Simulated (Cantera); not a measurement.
A closed system holds: 1 mol SiH2Cl2, 26 mol O2, 3.7 mol H2, 0.17 mol N2O, equilibrated at 1.33 mbar.

Method: chemical equilibrium by Gibbs-energy minimisation in Cantera with the NASA 1993 tables (ideal gas, pure condensed phases). Candidate condensed phases: H2O, NH4Cl, Si, SiO2, Si2N2O, Si3N4; 47 gas species. The tables hold silica as quartz up to 1696 K and as liquid above; real silica turns to tridymite and cristobalite and melts near 1996 K. Kinetics and transport are ignored.

Which condensed phases are stable at each of these points (T (°C)): 750, 850, 950, 1050, 1150, 1250, 1350, 1450, 1550?


```
T (°C)  condensed phases  Si condensed (%)
------  ----------------  ----------------
750       SiO2(β-quartz)             100.0
850       SiO2(β-quartz)             100.0
950       SiO2(β-quartz)             100.0
1050      SiO2(β-quartz)             100.0
1150      SiO2(β-quartz)             100.0
1250      SiO2(β-quartz)             100.0
1350      SiO2(β-quartz)             100.0
1450     SiO2(condensed)             100.0
1550     SiO2(condensed)             100.0
```

From 750 °C to 1350 °C the condensed part is SiO2(β-quartz). From 1450 °C to 1550 °C the condensed part is SiO2(condensed).
